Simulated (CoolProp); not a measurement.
Properties of cyclohexane at several states.

Computed with CoolProp (reference Helmholtz-energy equation of state, Zhou 2014).

```csv
T (K),p (bar),phase,speed of sound (m/s),Joule-Thomson coefficient (K/MPa),expansivity (1/kK),viscosity (µPa s),fugacity coefficient
352.7,47.8,liquid,1038,-0.3455,1.334,444,0.02378
590.7,0.567,gas,245.4,4.744,1.714,13.0,0.9962
397.9,3.51,liquid,805.2,-0.2111,1.671,258,0.8469
301,17.5,liquid,1252,-0.4396,1.213,868,0.009028
579.2,6.09,gas,233.7,5.382,1.999,12.9,0.9565
364.2,1.75,liquid,948.7,-0.3017,1.466,366,0.7484
```

Viscosity comes from a separate model (Tariq 2014).
